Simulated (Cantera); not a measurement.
A closed system holds: 1 mol B2H6, 1.2 mol O2, 1.2 mol N2, held at 20000 Pa.

These are equilibrium values from Cantera (NASA tables, ideal gas, pure condensed phases), not measurements of a reactor. Candidate condensed phases: B, BN, B2O3, B3O3H3, H2O; 39 gas species. The feed counts by its element totals alone. Mutual solubility and eutectic melting of coexisting phases are not modelled. Gases not in the tables: H3BO3. Kinetics and transport are ignored.

Task: At 1648 K, list the 5 most abundant gas species with their mole fractions, and the condensed phases.

Result: H2 0.737, N2 0.247, HBO2 0.00789, HBO 0.00370, H2O 0.00198. Condensed: BN(s) + B2O3(l).
